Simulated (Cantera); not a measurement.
Input: 1 mol MgO, a varied amount of N2, at 34.0 Pa.

Cantera equilibrium calculation (NASA polynomials, part measured and part estimated; ideal gas, pure solids and liquids). Candidate condensed phases: Mg, MgO; 13 gas species. Kinetics and transport are ignored.

Stable condensed phases, one row left out:

```
T in K \ n(N2) in mol
         0.11 0.19 0.33 0.56 0.96  1.6  2.8  4.8
   3000     A    A    A    A    A    A    A    A
   2900     A    A    A    A    A    A    A    A
   2800     A    A    A    A    A    A    A    A
   2700     A    A    A    A    A    A    A    A
   2600     A    A    A    A    A    A    A    A
   2500     A    A    A    A    A    A    A    A
   2300     B    B    B    A    A    A    A    A
   2200     B    B    B    B    B    B    B    A
   2100     B    B    B    B    B    B    B    B
   2000     B    B    B    B    B    B    B    B
   1900     B    B    B    B    B    B    B    B
```

A: gas only; B: MgO.

Q: Give the row for 2400 K.

A: 0.11: gas only; 0.19: gas only; 0.33: gas only; 0.56: gas only; 0.96: gas only; 1.6: gas only; 2.8: gas only; 4.8: gas only.
